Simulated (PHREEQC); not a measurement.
# Copper plating or etch bath: speciation

Dissolve 0.00032 mol Cu(NO3)2, 6e-05 mol HBF4 and 0.0031 mol Na2SO4 per kg of water at 39 °C. Closed to the air; pH follows from the charge balance.

Equilibrium calculation in PHREEQC: ion-association model, phreeqc.dat.

```json
{
 "pH": "3.85",
 "ionic_strength": "0.00996 mol/kgw",
 "specific_conductance": "1100 µS/cm",
 "total_alkalinity": "-0.240 meq/kg"
}
```

```tsv
species	molality	activity	log γ
Na+	0.00613	0.00553	-0.045
SO4-2	0.00292	0.00193	-0.180
NO3-	0.000640	0.000574	-0.047
Cu+2	0.000248	0.000166	-0.174
F-	0.000192	0.000172	-0.047
H+	0.000153	0.000140	-0.040
CuSO4	7.16e-5	7.18e-5	0.001
NaSO4-	6.46e-5	5.83e-5	-0.044
H3BO3	6.00e-5	6.01e-5	0.001
HF	4.67e-5	4.68e-5	0.001
```

No solid was allowed to form. Species that the database lacks are ignored. Constants without temperature data keep their 25 °C values here. Real BF4- forms and hydrolyses slowly; the run takes it at equilibrium.
